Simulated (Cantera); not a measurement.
Standard-state values (1 bar) from the NASA 1993 polynomials, evaluated with Cantera. Values are per mole of reaction as written; species without (g) are pure solids or liquids, kept so even where they would boil at 1 bar. ZrN: taken at fixed stoichiometry.

2 O2(g) + ZrN → NO2(g) + ZrO2, with ΔH° = -698.0 kJ and ΔS° = -158.7 J/K at 300 K.

How far is the shortcut ΔG° ≈ ΔH°(300 K) − T·ΔS°(300 K) from the full temperature-dependent value at 2298, 2348, 2398, 2448, 2498, 2548, 2598, 2648, 2698, 2748, 2798 K?


| T (K) | shortcut (kJ) | full (kJ) | difference (kJ) | difference in log10 K | condensed phases |
|---|---|---|---|---|---|
| 2298 | -333.3 | -342.8 | 9.4 | -0.21 | ZrN(s), ZrO2(tetragonal) |
| 2348 | -325.4 | -335.2 | 9.8 | -0.22 | ZrN(s), ZrO2(tetragonal) |
| 2398 | -317.5 | -327.7 | 10.2 | -0.22 | ZrN(s), ZrO2(tetragonal) |
| 2448 | -309.5 | -320.2 | 10.6 | -0.23 | ZrN(s), ZrO2(tetragonal) |
| 2498 | -301.6 | -312.6 | 11.0 | -0.23 | ZrN(s), ZrO2(tetragonal) |
| 2548 | -293.7 | -305.0 | 11.4 | -0.23 | ZrN(s), ZrO2(tetragonal) |
| 2598 | -285.7 | -297.5 | 11.8 | -0.24 | ZrN(s), ZrO2(tetragonal) |
| 2648 | -277.8 | -289.9 | 12.1 | -0.24 | ZrN(s), ZrO2(s) |
| 2698 | -269.9 | -282.3 | 12.5 | -0.24 | ZrN(s), ZrO2(s) |
| 2748 | -261.9 | -274.7 | 12.8 | -0.24 | ZrN(s), ZrO2(s) |
| 2798 | -254.0 | -267.1 | 13.1 | -0.25 | ZrN(s), ZrO2(s) |
The shortcut ignores heat capacities and the phase changes listed.
